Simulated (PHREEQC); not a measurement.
## Alkaline etch or developer: an equilibrium model

Make-up at 25 °C: 1.8 mmol/kgw TMAH and 2.9 mmol/kgw Na2CO3. Closed to the air; pH follows from the charge balance.

Computed with PHREEQC (ion-association model, phreeqc.dat).

Each row changes one thing in this solution. This is a speciation only: nothing precipitates in the calculation.

```
case                                      pH  ionic strength (mol/kgw)
-------------------------------------  -----  ------------------------
as made                                11.26                   0.00993
5.7e-05 mol/kgw K2CO3 added            11.26                         ?
Na2CO3 from 0.0029 to 0.00261 mol/kgw      ?                   0.00914
temperature from 25 to 5 °C            11.96                    0.0103
TMAH from 0.0018 to 0.0009 mol/kgw     11.05                   0.00891
diluted 100-fold with water             9.62                   8.08e-5
Na2CO3 left out                        11.23                   0.00180
```

### Question
Complete the blanks.

### Answer

- 5.7e-05 mol/kgw K2CO3 added, ionic strength (mol/kgw): 0.0101
- Na2CO3 from 0.0029 to 0.00261 mol/kgw, pH: 11.25

(CH3)4N+ isn't in the database: it is added as a free cation with an ion size of 4 Å. Away from 25 °C the constants follow the database's enthalpies or fits; those with neither stay at their 25 °C values.
